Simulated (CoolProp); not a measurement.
Benzene at several states: Z from the reference equation and from simpler models built on Tc = 562.0 K, pc = 4906 kPa, ω = 0.211; each cubic takes its own stable root.

Computed with CoolProp (reference Helmholtz-energy equation of state, Thol 2012).

```tsv
T (K)	p (kPa)	phase	reference
304.8	193	liquid	0.006865
436.9	199	gas	0.9673
597.3	5670	supercritical	0.5555
551.1	3860	gas	0.5821
469.8	624	gas	0.9155
305.8	12300	liquid	0.4315
```

Q: How far does each simpler model (van der Waals, Redlich-Kwong) lie from the reference over these 6 states: mean and median of the absolute difference, and the worst?

A: 
- van der Waals: mean 2304.0 %, median 8.2 %, worst +13742.7 % at 304.8 K and 193 kPa
- Redlich-Kwong: mean 5.0 %, median 3.1 %, worst +11.6 % at 304.8 K and 193 kPa

At some of these states van der Waals gives the other phase, because its saturation line lies elsewhere.
